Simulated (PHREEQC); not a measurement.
# Alkaline etch or developer

Solution (80 °C): 13 mmol/kgw KOH, 0.046 mmol/kgw H4SiO4 and 28 mmol/kgw K2CO3. Closed to the air; pH follows from the charge balance.

Model: ion-association model, phreeqc.dat, run in PHREEQC.

This is a speciation only: nothing precipitates in the calculation.

**Question.** What pH, specific conductance does the model give?

**Answer.** pH 10.67; specific conductance 23400 µS/cm.

**Question.** In which forms is C present?

**Answer.** CO3-2 88 %, HCO3- 12 % of the C.

Constants without temperature data keep their 25 °C values here.
